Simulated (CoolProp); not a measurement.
The numbers come from the reference Helmholtz-energy equation of state, Lemmon 2013 in CoolProp.

Give the vapour pressure (MPa), liquid density (kg/m³), vapour density (kg/m³), surface tension (mN/m) of saturated propylene at 332.7 K.


| T (K) | p (MPa) | liquid density (kg/m³) | vapour density (kg/m³) | surface tension (mN/m) |
|---|---|---|---|---|
| 332.7 | 2.51 | 435 | 58.3 | 2.89 |

Surface tension comes from a separate correlation (Mulero 2012).
